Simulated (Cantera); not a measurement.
An isothermal, constant-pressure homogeneous reactor starts with 2.78 % CH4, 1.53 % O2, 95.7 % N2, equivalence ratio 3.6, at 1175 K and 4.50 bar.

Model: GRI-Mech 3.0 (53 species, 325 reactions), integrated in Cantera.

x: mole fraction; the columns are a selection and need not sum to one.

```
t (s)      x CH4      x O2    x C2H6     x CO2     x NO2      x H2
--------  ------  --------  --------  --------  --------  --------
0.000500  0.0278    0.0153  9.70e-11    <1e-12    <1e-12   2.89e-9
0.00149   0.0278    0.0153   5.07e-9  3.60e-12    <1e-12   2.02e-8
0.00442   0.0277    0.0153   1.73e-7  1.06e-10    <1e-12   1.57e-7
0.0131    0.0277    0.0153   1.24e-6  7.37e-10    <1e-12   7.41e-7
0.0390    0.0277    0.0153   5.13e-6         …    <1e-12   3.19e-6
0.116     0.0277    0.0153   2.28e-5         …    <1e-12   1.87e-5
0.345     0.0272    0.0150  0.000133         …    <1e-12  0.000193
1.02      0.0183   0.00734  0.000389         …  1.57e-11   0.00533
3.05      0.0130  0.000126   2.78e-5   0.00177  1.31e-12    0.0106
9.05      0.0130   1.05e-5   8.69e-6   0.00186    <1e-12    0.0109
26.9      0.0129   1.45e-7   6.47e-6   0.00196    <1e-12    0.0111
80.0      0.0129    <1e-12   6.67e-6         …    <1e-12    0.0114
```

Q: Fill in the missing entries.

A: 
- 0.0390, x CO2: 3.40e-9
- 0.116, x CO2: 3.11e-8
- 0.345, x CO2: 1.74e-6
- 1.02, x CO2: 0.000526
- 80.0, x CO2: 0.00223
